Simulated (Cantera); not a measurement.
# NO annealing gas

A perfectly stirred reactor is fed with NO : N₂ : H₂O = 1 : 0.24 : 0.027 (molar parts), at 225 Torr; it is held at 2050 K, and followed from long to short residence time.

Detailed kinetics in Cantera: GRI-Mech 3.0 (53 species, 325 reactions).

```
τ (s)     x NO      x O₂   x N₂       x O     x N₂O     x NO₂
-------  -----  --------  -----  --------  --------  --------
0.69     0.419     0.184  0.374  0.000781   5.47e-5  0.000339
0.25     0.598    0.0944  0.284  0.000573  0.000114  0.000347
0.091    0.711    0.0385  0.228  0.000380  0.000160  0.000264
0.033    0.760    0.0140  0.204  0.000243  0.000177  0.000172
0.012    0.778   0.00498  0.194  0.000156  0.000172  0.000109
0.0043   0.785   0.00175  0.191  0.000102  0.000157   7.29e-5
0.0016   0.788  0.000609  0.190   6.91e-5  0.000136   5.91e-5
0.00057  0.789  0.000148  0.190   4.44e-5   9.74e-5   5.54e-5
```
x: mole fraction; the columns are a selection and need not sum to one.
